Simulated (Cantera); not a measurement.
A perfectly stirred reactor is fed with CH4 : O2 : N2 = 1 : 2.47 : 9.28 (molar parts), equivalence ratio 0.81, at 7500 Torr; it is adiabatic with a 300 K inlet, and is followed from long to short residence time, starting on the burning branch (τ in s: 0.25, 0.089, 0.031, 0.011, 0.0039, 0.0014, 0.00048, 0.00017, 5.9e-05).

Model: GRI-Mech 3.0 (53 species, 325 reactions), integrated in Cantera.

Task: What does this change do: pressure from 7500 Torr to 3750 Torr?

Result: 
```
quantity                                                                          before                                   after
------------------------------------------------  --------------------------------------  --------------------------------------
blow-out, bracketed by the residence times tried  burning at 59.0 µs, the shortest tried  burning at 59.0 µs, the shortest tried
x(CH4) at τ = 0.250 s                                                            6.88e-7                                 1.09e-6
x(O2) at τ = 0.250 s                                                              0.0364                                  0.0364
x(NO) at τ = 0.250 s                                                            0.000719                                0.000555
x(H2) at τ = 0.250 s                                                             9.44e-5                                0.000136
x(NO2) at τ = 0.250 s                                                            1.59e-6                                 8.78e-7
x(CH4) at τ = 3.90 ms                                                            2.82e-5                                 3.51e-5
x(O2) at τ = 3.90 ms                                                              0.0371                                  0.0373
x(NO) at τ = 3.90 ms                                                             5.20e-5                                 5.82e-5
x(H2) at τ = 3.90 ms                                                            0.000268                                0.000512
x(NO2) at τ = 3.90 ms                                                            1.73e-7                                 1.34e-7
```
